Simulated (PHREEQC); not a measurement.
Dissolve 0.087 mol TMAH and 0.0017 mol Na2SiO3 per kg of water at 25 °C. Closed to the air; pH follows from the charge balance.

Computed with PHREEQC (ion-association model, phreeqc.dat).

```
Quantity                   Value
----------------  --------------
pH                         12.83
ionic strength    0.0912 mol/kgw
total alkalinity     90.4 meq/kg
```

| species | molality | activity | log γ |
|---|---|---|---|
| OH- | 0.0879 | 0.0676 | -0.114 |
| (CH3)4N+ | 0.0870 | 0.0675 | -0.110 |
| Na+ | 0.00340 | 0.00269 | -0.102 |
| H3SiO4- | 0.000899 | 0.000697 | -0.110 |
| H2SiO4-2 | 0.000800 | 0.000318 | -0.401 |
| H4SiO4 | 6.92e-7 | 7.07e-7 | 0.009 |

This is a speciation only: nothing precipitates in the calculation. (CH3)4N+ isn't in the database: it is added as a free cation with an ion size of 4 Å.
